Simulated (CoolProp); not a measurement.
Vapour-liquid equilibrium of R22 (1) + R142b (2) at 49.15 °C; x and y are mole fractions of (1).

Values from CoolProp's multi-fluid Helmholtz-energy mixture model, Kamei 1995 and Lemmon 2006; pair parameters Bell 2016.

```tsv
x	bubble pressure, mixture model (bar)	bubble pressure, Raoult's law (bar)	y, mixture model	y, Raoult's law
0.05	7.210	7.295	0.108	0.131
0.125	8.003	8.223	0.244	0.290
0.2	8.797	9.151	0.358	0.416
0.275	9.600	10.08	0.456	0.520
0.35	10.42	11.01	0.541	0.606
0.425	11.27	11.94	0.617	0.678
0.5	12.15	12.86	0.685	0.740
0.575	13.06	13.79	0.746	0.794
0.65	14.02	14.72	0.802	0.841
0.725	15.02	15.65	0.852	0.883
0.8	16.06	16.58	0.898	0.919
0.875	17.15	17.50	0.939	0.952
0.95	18.28	18.43	0.977	0.982
```

The largest gap from Raoult's law is -5.6 % in bubble pressure, at x = 0.425. No azeotrope shows between x = 0.05 and 0.95.

Pair parameters are fitted to limited data, so mixtures are less certain than the pure fluids.
